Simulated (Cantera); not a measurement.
An isothermal, constant-pressure homogeneous reactor starts with H2 : O2 = 0.028 : 1 (molar parts), equivalence ratio 0.014, at 1473 K and 0.00130 bar. Integrator tolerance rtol = 1e-08.

Cantera simulation using GRI-Mech 3.0 (53 species, 325 reactions); the numbers are that mechanism's predictions, not measurements. Radical loss at walls, strong at low pressure, is not modelled.

```tsv
quantity	before	after
x(H2) at 20.0 s	0.000125 (gas-phase equilibrium 1.02e-6)	2.00e-7 (gas-phase equilibrium 2.00e-7)
x(O2) at 20.0 s	0.961 (gas-phase equilibrium 0.972)	0.972 (gas-phase equilibrium 0.972)
x(H2O) at 20.0 s	0.0257 (gas-phase equilibrium 0.0275)	0.0276 (gas-phase equilibrium 0.0276)
x(OH) at 20.0 s	0.00275 (gas-phase equilibrium 0.000250)	0.000111 (gas-phase equilibrium 0.000111)
x(H2O2) at 20.0 s	1.59e-9 (gas-phase equilibrium 1.73e-10)	8.88e-10 (gas-phase equilibrium 8.88e-10)
x(O) at 20.0 s	0.00992 (gas-phase equilibrium 7.68e-5)	1.50e-5 (gas-phase equilibrium 1.50e-5)
x(H) at 20.0 s	0.000512 (gas-phase equilibrium 3.57e-7)	3.09e-8 (gas-phase equilibrium 3.09e-8)
```

Question: What was changed between the two runs?
A. pressure from 0.00130 bar to 0.00580 bar
B. pressure from 0.00130 bar to 0.0340 bar
C. H2 0.028 to 0.0039 parts
D. H2 0.028 to 0.017 parts

Answer: B, pressure from 0.00130 bar to 0.0340 bar
